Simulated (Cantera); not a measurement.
Feed: 1 mol Ti(OiPr)4, a varied amount of H2O, at 0.830 bar.

These are equilibrium values from Cantera (NASA tables, ideal gas, pure condensed phases), not measurements of a reactor. Candidate condensed phases: C, C6H6, C7H8, C8H18, H2O, Ti, TiC, TiO, TiO2, Ti2O3, Ti3O5, Ti4O7; 113 gas species. The feed counts by its element totals alone. Mutual solubility and eutectic melting of coexisting phases are not modelled. TiC: taken at fixed stoichiometry. Condensed phases not in the tables: Magnéli phases beyond Ti4O7. Gases not in the tables: TiO(OH)2. Kinetics and transport are ignored.

What condenses at these points (T in °C, n(H2O) in mol): (1400, 1.9); (1650, 3.1); (1150, 3.1); (1650, 11); (1300, 3.1); (1800, 8.5); (1300, 4); (1350, 11)?


| T (°C) | n(H2O) in mol | condensed phases | Ti condensed (%) |
|---|---|---|---|
| 1400 | 1.9 | C + TiC | 100.0 |
| 1650 | 3.1 | C + TiC | 100.0 |
| 1150 | 3.1 | C + Ti3O5 | 100.0 |
| 1650 | 11 | Ti3O5 | 100.0 |
| 1300 | 3.1 | C + TiC | 100.0 |
| 1800 | 8.5 | TiC + Ti2O3 | 100.0 |
| 1300 | 4 | C + TiC | 100.0 |
| 1350 | 11 | TiO2 + Ti4O7 | 100.0 |
